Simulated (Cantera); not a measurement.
Charge: 1 mol SiHCl₃, 0.085 mol HCl, 12 mol H₂, held at 0.500 bar.

Points: T (K) = 875, 900, 925, 950, 975, 1000, 1025, 1050, 1075, 1100, 1125, 1150, 1175.

Cantera's Mixture.equilibrate('TP', solver="vcs", rtol=1e-11, max_steps=5000) on the NASA tables stopped like this:

```
ERROR: FAILURE its = 5001!

*******************************************************************************
CanteraError thrown by MultiPhase::equilibrate:
VCS solver failed. Return code: -1
*******************************************************************************
```

Problem. What got this run through?

Solution. This is not unique; one that fits is The failure is numerical, not chemical. The same input converged with solver="gibbs", rtol=1e-10, max_steps=50000, and the result passed a check of the equilibrium conditions:
```
log10 of partial pressures in bar; condensed amounts in mol
       T/K        H2     SiCL4       HCL    SiHCL3     SiCL2    Si(cr)
       875    -0.331    -1.715    -2.790    -1.917    -5.143    0.1496
       900    -0.332    -1.716    -2.672    -1.922    -4.880    0.1534
       925    -0.332    -1.718    -2.562    -1.928    -4.633    0.1581
       950    -0.333    -1.721    -2.458    -1.934    -4.399    0.1634
       975    -0.333    -1.725    -2.360    -1.941    -4.178    0.1696
      1000    -0.334    -1.730    -2.267    -1.949    -3.969    0.1767
      1025    -0.335    -1.736    -2.179    -1.958    -3.772    0.1847
      1050    -0.336    -1.744    -2.096    -1.967    -3.585    0.1935
      1075    -0.337    -1.754    -2.018    -1.978    -3.408    0.2031
      1100    -0.338    -1.766    -1.944    -1.991    -3.240    0.2134
      1125    -0.340    -1.780    -1.874    -2.006    -3.083    0.2241
      1150    -0.341    -1.798    -1.809    -2.023    -2.933    0.2351
      1175    -0.343    -1.819    -1.747    -2.042    -2.793    0.2461
```

The gas is ideal and each condensed phase is pure. The tables' values for SiCl3 are old estimates; treat these amounts as uncertain.
